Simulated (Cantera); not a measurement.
An adiabatic, constant-volume homogeneous reactor starts with CO : H2 : CH4 : O2 : N2 = 1 : 0.051 : 0.32 : 1.06 : 3.98 (molar parts), at 1098 K and 608 Torr. Integrator tolerance rtol = 1e-08.

Computed with Cantera and GRI-Mech 3.0 (53 species, 325 reactions).

What does this change do: initial temperature 1098 to 1700 K?


```csv
quantity,before,after
time of steepest temperature rise,26.9 ms,0.157 ms
temperature at 6.00 s,2800 K,2925 K
equilibrium temperature,2800 K,2925 K
x(CO) at 6.00 s,0.0889 (gas-phase equilibrium 0.0889),0.113 (gas-phase equilibrium 0.113)
x(H2) at 6.00 s,0.00947 (gas-phase equilibrium 0.00947),0.0130 (gas-phase equilibrium 0.0130)
x(CH4) at 6.00 s,<1e-12 (gas-phase equilibrium <1e-12),<1e-12 (gas-phase equilibrium <1e-12)
x(O2) at 6.00 s,0.0218 (gas-phase equilibrium 0.0218),0.0303 (gas-phase equilibrium 0.0303)
x(H) at 6.00 s,0.00565 (gas-phase equilibrium 0.00565),0.0121 (gas-phase equilibrium 0.0121)
x(NO2) at 6.00 s,3.27e-6 (gas-phase equilibrium 3.27e-6),4.00e-6 (gas-phase equilibrium 4.00e-6)
x(CH3) at 6.00 s,<1e-12 (gas-phase equilibrium <1e-12),<1e-12 (gas-phase equilibrium <1e-12)
```
